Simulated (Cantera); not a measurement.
Input: 1 mol Si, 0.11 mol NH3, 2.2 mol H2, 0.029 mol CO2, equilibrated at 13.3 mbar.

Cantera equilibrium calculation (NASA polynomials, part measured and part estimated; ideal gas, pure solids and liquids). Candidate condensed phases: C, C6H6, C7H8, C8H18, H2O, Si, SiC, SiO2, Si2N2O, Si3N4; 151 gas species. Mutual solubility and eutectic melting of coexisting phases are not modelled. Gases not in the tables: Si2H6 and higher silanes. Kinetics and transport are ignored. All values below are at 1673 K.

Base state: H2 0.969, SiO 0.0147, N2 0.0142, H 0.000971, CO 0.000700, Si 3.13e-5, SiH2 1.07e-5 (mole fractions); condensed: Si(s) + SiC(s) + Si2N2O(s).

Task: What changes in the equilibrium state with this change: pressure from 13.3 mbar to 10.0 mbar?

Result: 
```tsv
species	before	after
H2	0.969	0.959
SiO	0.0147	0.0194
N2	0.0142	0.0191
Si	3.13e-5	4.18e-5
CO	0.000700	0.000924
H	0.000971	0.00112
SiH2	1.07e-5	1.06e-5
Si(s), mol	0.896	0.909
SiC(s), mol	0.0273	0.0267
Si2N2O(s), mol	0.0205	0.00799
```
